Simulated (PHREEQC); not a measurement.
Consider water at 80 °C with 0.18 mol/kgw NaCl, 0.0041 mol/kgw Na2B4O7 and 0.00035 mol/kgw Cu(NO3)2. Closed to the air; pH follows from the charge balance.

Equilibrium calculation in PHREEQC: ion-association model, wateq4f.dat.

Each row changes one thing in this solution. This is a speciation only: nothing precipitates in the calculation.

| case | pH | ionic strength (mol/kgw) | Cu(OH)2 (mol/kgw) | Cu2(OH)2+2 (mol/kgw) | CuOH+ (mol/kgw) | Cu+2 (mol/kgw) | SI of Cu2(OH)3NO3 (Cu2(OH)3NO3) | SI of Cu(OH)2 (Cu(OH)2) |
|---|---|---|---|---|---|---|---|---|
| as made | 8.59 | 0.188 | 0.000300 | 2.43e-5 | 5.58e-7 | 3.41e-7 | +1.18 | +3.28 |
| Na2B4O7 from 0.0041 to 0.00369 mol/kgw | 8.58 | 0.188 | 0.000298 | 2.50e-5 | 5.66e-7 | 3.52e-7 | +1.18 | +3.27 |
| Na2B4O7 replaced by Cu(BF4)2 at the same molality | 3.06 | 0.189 | 1.40e-11 | 5.98e-9 | 8.74e-9 | 0.00179 | -7.96 | -4.05 |
| temperature from 80 to 50 °C | 8.79 | 0.188 | 0.000347 | 1.17e-6 | 3.98e-7 | 1.46e-7 | +0.12 | +2.46 |
| Na2B4O7 from 0.0041 to 0.00041 mol/kgw | 8.00 | 0.181 | 0.000154 | 9.42e-5 | 1.10e-6 | 2.57e-6 | +1.19 | +2.99 |
| Na2B4O7 left out | 5.45 | 0.181 | 6.37e-8 | 2.10e-6 | 1.64e-7 | 0.000138 | -3.02 | -0.40 |
| NaCl left out | 8.73 | 0.00822 | 0.000338 | 5.99e-6 | 3.32e-7 | 8.24e-8 | +1.22 | +3.31 |

Some of these states are supersaturated (in Cu(OH)2, Atacamite, Tenorite (slow to form), for instance). At this temperature some constants are extrapolated from 25 °C, and those without enthalpy data are left unchanged. Real BF4- forms and hydrolyses slowly; the run takes it at equilibrium. The database's constant for dissolved Cu(OH)2 is higher than later reviews accept.
